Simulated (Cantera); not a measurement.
A freely propagating, adiabatic, planar premixed flame of CH₄ : H₂ : O₂ : N₂ : H₂O = 1 : 0.83 : 2.62 : 9.87 : 0.6 (molar parts), equivalence ratio 0.92, unburnt at 698 K and 1.10 bar; mixture-averaged transport, grid criteria slope 0.08 and curve 0.16, no radiation.

Detailed kinetics in Cantera: GRI-Mech 3.0 (53 species, 325 reactions). Burning velocities carry a grid error of a few per cent, more on coarse grids.

**Question.** What does this change do: H2 0.83 to 1 parts?

**Answer.** 
```tsv
quantity	before	after
laminar burning velocity	219 cm/s	238 cm/s
thermal thickness	0.273 mm	0.264 mm
peak x(HCO)	7.03e-5	7.64e-5
peak x(OH)	0.0124	0.0128
peak x(CH₂)	4.87e-5	5.18e-5
```

**Question.** What does this change do: CH4 1 to 0.75 parts?

**Answer.** 
```csv
quantity,before,after
laminar burning velocity,219 cm/s,186 cm/s
thermal thickness,0.273 mm,0.301 mm
peak x(HCO),7.03e-5,4.16e-5
peak x(OH),0.0124,0.00998
peak x(CH₂),4.87e-5,2.26e-5
```
